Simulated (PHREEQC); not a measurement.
PHREEQC input (Pitzer model, pitzer.dat):

```
SOLUTION 1
  temp 15
  units mol/kgw
  pH 7 charge
  C(4) 0.0088
  K 0.049
  Cl 0.035
END
USE solution 1
INCREMENTAL_REACTIONS false
REACTION 1
  H2O -1
  0 9.886 18.011 24.689 30.178 34.689 38.397 41.444
  43.949 46.007 47.699 49.089 50.232 51.172 51.944 52.578
  53.1 53.528 53.88 54.17 54.408 54.603 54.764 54.896
  55.005 55.094 55.168 55.228 moles
EQUILIBRIUM_PHASES 1
  Kalicinite 0 0
  Sylvite 0 0
SELECTED_OUTPUT 1
  -reset false
  -pH true
  -pe true
  -ionic_strength true
  -water true
  -activities H2O
  -totals C Cl K
  -molalities H+ K+ Cl- CO3-2 OH- HCO3- CO2
  -equilibrium_phases Kalicinite Sylvite
PRINT
  -reset false
END
```

Selected output (columns that matter, 20 of 28 rows; water left (kg) added in front):

```
water left (kg)	pH	mu	C	Cl	K	m_H+	m_K+	m_Cl-	m_CO3-2	m_OH-	m_HCO3-	la_H2O	Sylvite
1	10.306	0.054089	0.0088	0.035	0.049	6.0864e-11	0.049	0.035	0.0050892	0.00011114	0.0037104	-0.00067569	0
0.821894	10.29	0.065837	0.010707	0.042585	0.059618	6.4126e-11	0.059618	0.042585	0.0062188	0.00010856	0.0044877	-0.00081788	0
0.555204	10.253	0.09752	0.01585	0.06304	0.088256	7.2142e-11	0.088256	0.06304	0.0092642	0.00010245	0.0065851	-0.0011984	0
0.456314	10.232	0.11868	0.019285	0.076702	0.10738	7.696e-11	0.10738	0.076702	0.011298	9.9024e-05	0.0079865	-0.0014506	0
0.308241	10.188	0.17575	0.028549	0.11355	0.15897	8.8387e-11	0.15897	0.11355	0.01678	9.1656e-05	0.011768	-0.0021258	0
0.253346	10.164	0.21385	0.034735	0.13815	0.19341	9.507e-11	0.19341	0.13815	0.020439	8.7779e-05	0.014294	-0.0025738	0
0.17114	10.113	0.31662	0.05142	0.20451	0.28632	1.1055e-10	0.28632	0.20451	0.030308	7.9742e-05	0.02111	-0.0037749	0
0.140657	10.086	0.38526	0.062564	0.24883	0.34837	1.194e-10	0.34837	0.24883	0.036897	7.5604e-05	0.025663	-0.0045732	0
0.115614	10.059	0.46873	0.076115	0.30273	0.42382	1.29e-10	0.42382	0.30273	0.04491	7.1394e-05	0.0312	-0.0055413	0
0.0780872	10.002	0.69404	0.11269	0.44822	0.6275	1.504e-10	0.6275	0.44822	0.066537	6.2754e-05	0.046151	-0.0081472	0
0.0641788	9.972	0.84447	0.13712	0.54535	0.76349	1.6201e-10	0.76349	0.54535	0.080974	5.8337e-05	0.056134	-0.009886	0
0.0433524	9.9112	1.2502	0.20299	0.80734	1.1303	1.8583e-10	1.1303	0.80734	0.11991	4.9375e-05	0.083061	-0.014593	0
0.0356415	9.8808	1.5207	0.2469	0.982	1.3748	1.9704e-10	1.3748	0.982	0.14587	4.4898e-05	0.10101	-0.017759	0
0.0292999	9.8512	1.8498	0.30034	1.1945	1.6724	2.0668e-10	1.6724	1.1945	0.17746	4.0481e-05	0.12286	-0.021655	0
0.0197875	9.7991	2.7391	0.44473	1.7688	2.4763	2.1597e-10	2.4763	1.7688	0.26279	3.2077e-05	0.1819	-0.032494	0
0.0162744	9.7809	3.3304	0.54073	2.1506	3.0109	2.1228e-10	3.0109	2.1506	0.31953	2.8268e-05	0.22115	-0.040007	0
0.0109957	9.7764	4.9292	0.80032	3.1831	4.4563	1.8065e-10	4.4563	3.1831	0.47294	2.1779e-05	0.32732	-0.061741	0
0.00903192	9.799	5.8082	0.97432	3.6823	5.2324	1.6068e-10	5.2324	3.6823	0.57577	1.9686e-05	0.39849	-0.074074	0.0017416
0.00609531	9.8609	6.5358	1.4437	3.3858	5.6826	1.7651e-10	5.6826	3.3858	0.85316	1.8687e-05	0.59051	-0.078851	0.014363
0.00501435	9.9031	7.0272	1.755	3.1982	5.9902	1.8517e-10	5.9902	3.1982	1.0371	1.8042e-05	0.71782	-0.082271	0.018963
```
